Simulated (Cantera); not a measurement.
Cantera run, input and output.

```python
import numpy as np
import cantera as ct

gas = ct.Solution("gri30.yaml")
gas.TPX = 1473, 390, {'H2': 0.013, 'O2': 1}
reactor = ct.IdealGasConstPressureReactor(gas, energy="off", clone=False)
net = ct.ReactorNet([reactor])
net.rtol, net.atol = 1e-08, 1e-18
show = ['H2', 'O2', 'H2O', 'H', 'OH', 'O']
times = np.geomspace(1e-05, 200, 12)

steps = ct.SolutionArray(gas, extra=["t"])
rows = []
print(f"{'t/s':>10s}{'T/K':>9s}{'P/Pa':>11s}" + "".join(f"{s:>11s}" for s in show))
for t in times:
    while net.time < t:
        t_next = net.step()
        steps.append(gas.state, t=t_next)
    rows.append([np.interp(t, steps.t, y) for y in (steps.T, steps.P, *steps(*show).X.T)])
    print(f"{t:10.3e}{rows[-1][0]:9.1f}{rows[-1][1]:11.4g}" + "".join(f"{x:11.3e}" for x in rows[-1][2:]))
rate = np.gradient(steps.T, steps.t)
print("integrator steps:", len(steps.t))
if steps.T.max() > steps.T[0] + 200:
    print(f"time of steepest temperature rise: {steps.t[rate.argmax()]:.4e} s")
gas.TPX = 1473, 390, {'H2': 0.013, 'O2': 1}
gas.equilibrate("TP")
print(f"equilibrium (TP): T = {gas.T:.1f} K  " + "  ".join(f"{s} {gas[s].X[0]:.3e}" for s in show))
```

Result:

```
       t/s      T/K       P/Pa         H2         O2        H2O          H         OH          O
 1.000e-05   1473.0        390  1.283e-02  9.872e-01  1.114e-12  2.067e-09  1.969e-10  1.971e-10
 4.610e-05   1473.0        390  1.283e-02  9.872e-01  9.250e-11  7.123e-09  3.385e-09  3.403e-09
 2.125e-04   1473.0        390  1.283e-02  9.872e-01  5.310e-09  1.523e-08  3.724e-08  3.821e-08
 9.799e-04   1473.0        390  1.283e-02  9.872e-01  2.260e-07  5.464e-08  3.621e-07  3.939e-07
 4.518e-03   1473.0        390  1.273e-02  9.871e-01  6.882e-05  6.821e-06  5.590e-05  6.296e-05
 2.083e-02   1473.0        390  6.303e-05  9.748e-01  1.159e-02  4.046e-04  1.961e-03  1.114e-02
 9.602e-02   1473.0        390  6.143e-05  9.750e-01  1.160e-02  3.953e-04  1.944e-03  1.099e-02
 4.427e-01   1473.0        390  5.775e-05  9.758e-01  1.166e-02  3.587e-04  1.885e-03  1.029e-02
 2.041e+00   1473.0        390  4.429e-05  9.784e-01  1.187e-02  2.370e-04  1.653e-03  7.772e-03
 9.410e+00   1473.0        390  1.758e-05  9.836e-01  1.232e-02  5.723e-05  1.044e-03  2.987e-03
 4.338e+01   1473.0        390  2.477e-06  9.865e-01  1.271e-02  2.940e-06  3.927e-04  4.093e-04
 2.000e+02   1473.0        390  3.342e-07  9.870e-01  1.284e-02  1.444e-07  1.443e-04  5.471e-05
integrator steps: 1093
equilibrium (TP): T = 1473.0 K  H2 2.731e-07  O2 9.870e-01  H2O 1.285e-02  H 1.066e-07  OH 1.305e-04  O 4.468e-05
```

Cantera simulation using GRI-Mech 3.0 (53 species, 325 reactions); the numbers are that mechanism's predictions, not measurements. Radical loss at walls, strong at low pressure, is not modelled.
